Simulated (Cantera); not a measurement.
Mixture: CO : H2 : O2 : N2 = 1 : 0.36 : 1.1 : 2.85 (molar parts), at 760 Torr, adiabatic and at constant pressure. Ignition delay is the time to a rise of 400 K.

Computed with Cantera and GRI-Mech 3.0 (53 species, 325 reactions). Where the delays flatten at high temperature, the 400 K rule measures the pace of heat release, not the induction time.

### Question
Predict: delay at 1250 K; delay at 1450 K; delay at 1650 K; delay at 1850 K.

### Answer
```
Quantity           Value
---------------  -------
delay at 1250 K  56.1 µs
delay at 1450 K  37.6 µs
delay at 1650 K  35.3 µs
delay at 1850 K  41.0 µs
```
